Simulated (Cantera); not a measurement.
# C3H8 + O2 + H2 (carbon deposition, reforming and gasification)

Charge: 1 mol C3H8, 0.69 mol O2, 0.62 mol H2, at 0.100 bar.

Cantera equilibrium calculation (NASA polynomials, part measured and part estimated; ideal gas, pure solids and liquids). Candidate condensed phases: C, C6H6, C7H8, C8H18, H2O; 110 gas species. Rates play no part.

```
T (K)   x H2   x CO      x H  x C2H2 (acetylene)     x C2H  n C(graphite)
-----  -----  -----  -------  ------------------  --------  -------------
2025   0.765  0.229  0.00532            0.000692   9.81e-8           1.61
2075   0.763  0.229  0.00736            0.000946   2.18e-7           1.61
2125   0.760  0.229   0.0100             0.00127   4.68e-7           1.60
2175   0.756  0.228   0.0134             0.00169   9.67e-7           1.60
2225   0.752  0.228   0.0178             0.00221   1.93e-6           1.59
2275   0.747  0.227   0.0232             0.00284   3.74e-6           1.59
2325   0.740  0.227   0.0299             0.00362   7.04e-6           1.58
2375   0.732  0.226   0.0381             0.00454   1.29e-5           1.56
2425   0.722  0.224   0.0481             0.00564   2.29e-5           1.55
2475   0.710  0.223   0.0599             0.00690   3.97e-5           1.53
2525   0.696  0.221   0.0740             0.00836   6.72e-5           1.51
2575   0.680  0.220   0.0903             0.00999  0.000111           1.49
2625   0.661  0.217    0.109              0.0118  0.000180           1.46
2675   0.640  0.215    0.131              0.0138  0.000285           1.43
```
x: gas mole fraction; n: condensed amount in mol.

From 2025 K to 2675 K the condensed part is C(graphite). The main C-bearing gas is CO throughout. The share of C in condensed phases is highest at 2025 K (53.7 %) and lowest at 2675 K (47.8 %).
